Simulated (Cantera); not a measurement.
**Equilibrium for silicates and aluminates: SiO2 + MgCl2 + O2**

Feed: 1 mol SiO2, 2.1 mol MgCl2, 5.4 mol O2, equilibrated at 1 atm.

Method: chemical equilibrium by Gibbs-energy minimisation in Cantera with the NASA 1993 tables (ideal gas, pure condensed phases). Candidate condensed phases: Mg, MgCl2, MgO, MgSiO3, Mg2SiO4, Si, SiO2; 20 gas species. Mutual solubility and eutectic melting of coexisting phases are not modelled. Condensed phases not in the tables: alloys, solid solutions and most ternary compounds. Kinetics and transport are ignored.

| T (K) | log p O2 | log p Cl2 | log p Cl | log p MgCl2 | log p ClO | log p O | log p MgCl | n MgO(s) | n Mg2SiO4(s) | n MgSiO3(s) | n MgSiO3(l) |
|---|---|---|---|---|---|---|---|---|---|---|---|
| 1373 | -0.17 | -0.52 | -1.90 | -1.82 | -3.51 | -6.29 | -11.50 | 0.00249 | 1.00 | 0 | 0 |
| 1448 | -0.17 | -0.53 | -1.65 | -1.81 | -3.32 | -5.79 | -10.81 | 0 | 1.00 | 0 | 0 |
| 1523 | -0.17 | -0.54 | -1.44 | -1.82 | -3.15 | -5.34 | -10.20 | 0 | 1.00 | 0 | 0 |
| 1598 | -0.18 | -0.57 | -1.25 | -1.75 | -3.00 | -4.94 | -9.57 | 0 | 0.982 | 0.0182 | 0 |
| 1673 | -0.18 | -0.62 | -1.09 | -1.48 | -2.88 | -4.57 | -8.77 | 0 | 0.877 | 0.123 | 0 |
| 1748 | -0.18 | -0.71 | -0.96 | -1.27 | -2.78 | -4.23 | -8.07 | 0 | 0.731 | 0.269 | 0 |
| 1823 | -0.19 | -0.82 | -0.87 | -1.12 | -2.72 | -3.92 | -7.44 | 0 | 0.560 | 0.440 | 0 |
| 1898 | -0.19 | -0.98 | -0.80 | -0.98 | -2.68 | -3.63 | -6.84 | 0 | 0.341 | 0 | 0.659 |
| 1973 | -0.19 | -1.19 | -0.77 | -0.89 | -2.68 | -3.36 | -6.28 | 0 | 0.127 | 0 | 0.873 |
| 2048 | -0.19 | -1.38 | -0.75 | -0.84 | -2.68 | -3.11 | -5.80 | 0 | 0 | 0 | 1.000 |
log p: log10 of the partial pressure in bar; n: condensed amount in mol.

At 1373 K the condensed part is MgO(s) + Mg2SiO4(s). From 1448 K to 1523 K the condensed part is Mg2SiO4(s). From 1598 K to 1823 K the condensed part is MgSiO3(s) + Mg2SiO4(s). From 1898 K to 1973 K the condensed part is MgSiO3(l) + Mg2SiO4(s). At 2048 K the condensed part is MgSiO3(l).
